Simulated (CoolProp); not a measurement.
Properties of C3F8 (R218) along the isobar 5.81 MPa.

Values from CoolProp's reference Helmholtz-energy equation of state, Lemmon 2006. It is a short technical equation, of lower accuracy than the large ones.

```json
[
 {"T (K)": "197.5", "phase": "liquid", "expansivity (1/kK)": "1.900", "conductivity (mW/(m K))": "74.0"},
 {"T (K)": "232.1", "phase": "liquid", "expansivity (1/kK)": "2.145", "conductivity (mW/(m K))": "65.8"},
 {"T (K)": "266.8", "phase": "liquid", "expansivity (1/kK)": "2.587", "conductivity (mW/(m K))": "57.2"},
 {"T (K)": "301.4", "phase": "liquid", "expansivity (1/kK)": "3.424", "conductivity (mW/(m K))": "48.9"},
 {"T (K)": "336.1", "phase": "liquid", "expansivity (1/kK)": "5.365", "conductivity (mW/(m K))": "41.5"},
 {"T (K)": "370.7", "phase": "supercritical", "expansivity (1/kK)": "11.31", "conductivity (mW/(m K))": "36.1"},
 {"T (K)": "405.4", "phase": "supercritical", "expansivity (1/kK)": "11.94", "conductivity (mW/(m K))": "32.8"},
 {"T (K)": "440", "phase": "supercritical", "expansivity (1/kK)": "6.913", "conductivity (mW/(m K))": "31.7"}
]
```

Thermal conductivity comes from a separate model (Huber 2003), an estimate that may be off by 10 % or more.
